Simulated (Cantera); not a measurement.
Feed: 1 mol CaO, 0.91 mol NF3, 89 mol N2, at 1900 Pa.

Cantera equilibrium calculation (NASA polynomials, part measured and part estimated; ideal gas, pure solids and liquids). Candidate condensed phases: Ca, CaF2, CaO; 22 gas species. Rates play no part.

log p: log10 of the partial pressure in bar; n: condensed amount in mol.

| T (°C) | log p N2 | log p CaF2 | log p F | log p O2 | log p NO | log p O | log p F2 | n CaF2(s) | n CaF2(l) |
|---|---|---|---|---|---|---|---|---|---|
| 850 | -1.73 | -10.48 | -3.82 | -3.98 | -6.44 | -10.35 | -6.56 | 1.00 | 0 |
| 925 | -1.73 | -9.26 | -3.82 | -3.98 | -6.18 | -9.61 | -7.04 | 1.000 | 0 |
| 1000 | -1.73 | -8.19 | -3.82 | -3.98 | -5.94 | -8.96 | -7.47 | 1.000 | 0 |
| 1075 | -1.73 | -7.25 | -3.82 | -3.98 | -5.74 | -8.38 | -7.85 | 1.000 | 0 |
| 1150 | -1.73 | -6.42 | -3.82 | -3.99 | -5.55 | -7.86 | -8.19 | 0.998 | 0 |
| 1225 | -1.73 | … | -3.82 | -3.99 | … | … | … | 0.990 | 0 |
| 1300 | -1.73 | -5.02 | -3.82 | -3.99 | -5.23 | -6.98 | -8.77 | 0.955 | 0 |
| 1375 | -1.73 | -4.43 | -3.82 | -4.00 | -5.10 | -6.60 | -9.03 | 0.823 | 0 |
| 1450 | -1.73 | -3.92 | -3.82 | -4.01 | -4.98 | -6.25 | -9.26 | 0 | 0.418 |
| 1525 | -1.73 | -3.68 | -3.82 | -4.02 | -4.87 | -5.93 | -9.48 | 0 | 0 |
| 1600 | -1.73 | -3.68 | -3.82 | -4.03 | … | … | … | 0 | 0 |
| 1675 | -1.73 | -3.68 | -3.82 | -4.04 | -4.68 | -5.37 | -9.85 | 0 | 0 |

### Question
Some entries are withheld; supply them.

### Answer

- 1600, log p NO: -4.77
- 1600, log p O: -5.64
- 1600, log p F2: -9.67
- 1225, log p CaF2: -5.68
- 1225, log p NO: -5.38
- 1225, log p O: -7.40
- 1225, log p F2: -8.49
